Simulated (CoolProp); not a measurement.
Benzene along the isotherm 32.35 °C: Z from the reference equation and from simpler models built on Tc = 288.9 °C, pc = 4.906 MPa, ω = 0.211; each cubic takes its own stable root.

Computed with CoolProp (reference Helmholtz-energy equation of state, Thol 2012).

```json
[
 {"p (MPa)": "1.23", "phase": "liquid", "reference": "0.04364"},
 {"p (MPa)": "2.45", "phase": "liquid", "reference": "0.08683"},
 {"p (MPa)": "3.68", "phase": "liquid", "reference": "0.1303"},
 {"p (MPa)": "4.91", "phase": "liquid", "reference": "0.1736"},
 {"p (MPa)": "6.13", "phase": "liquid", "reference": "0.2165"},
 {"p (MPa)": "7.36", "phase": "liquid", "reference": "0.2596"},
 {"p (MPa)": "8.59", "phase": "liquid", "reference": "0.3026"},
 {"p (MPa)": "9.81", "phase": "liquid", "reference": "0.3452"},
 {"p (MPa)": "11", "phase": "liquid", "reference": "0.3866"},
 {"p (MPa)": "12.3", "phase": "liquid", "reference": "0.4318"}
]
```

Problem. How far does each simpler model (van der Waals, Redlich-Kwong, Soave-Redlich-Kwong, Peng-Robinson) lie from the reference over these 10 states: mean and median of the absolute difference, and the worst?

Solution. 
- van der Waals: mean 62.7 %, median 62.6 %, worst +64.7 % at 32.35 °C and 1.23 MPa
- Redlich-Kwong: mean 11.1 %, median 11.1 %, worst +11.5 % at 32.35 °C and 1.23 MPa
- Soave-Redlich-Kwong: mean 9.3 %, median 9.3 %, worst +9.5 % at 32.35 °C and 1.23 MPa
- Peng-Robinson: mean 2.9 %, median 2.9 %, worst -2.9 % at 32.35 °C and 12.3 MPa
